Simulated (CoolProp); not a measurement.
Vapour-liquid equilibrium of R141b (1) + n-pentane (2) at 0.0065 MPa; x and y are mole fractions of (1).

The numbers come from the multi-fluid Helmholtz-energy mixture model, Lemmon 2006 and Thol 2019; pair parameters Bell 2016 in CoolProp.

```
x      bubble temperature (°C)  y at the bubble point  dew temperature at overall composition x (°C)  liquid density (mol/L)
-----  -----------------------  ---------------------  ---------------------------------------------  ----------------------
0.05                     -26.8                  0.098                                          -26.4                   9.376
0.125                    -27.8                  0.208                                          -27.1                   9.514
0.2                      -28.5                  0.291                                          -27.7                   9.654
0.275                    -29.0                  0.359                                          -28.4                   9.797
0.35                     -29.3                  0.418                                          -28.9                   9.943
0.425                    -29.5                  0.472                                          -29.3                   10.09
0.5                      -29.6                  0.524                                          -29.6                   10.25
0.575                    -29.7                  0.577                                          -29.7                   10.41
0.65                     -29.7                  0.633                                          -29.6                   10.57
0.725                    -29.5                  0.694                                          -29.5                   10.74
0.8                      -29.3                  0.762                                          -29.2                   10.91
0.875                    -29.0                  0.840                                          -28.9                   11.09
0.95                     -28.6                  0.930                                          -28.5                   11.27
```

y crosses x between x = 0.575 and 0.65: the model has an azeotrope there.

Pair parameters are fitted to limited data, so mixtures are less certain than the pure fluids.
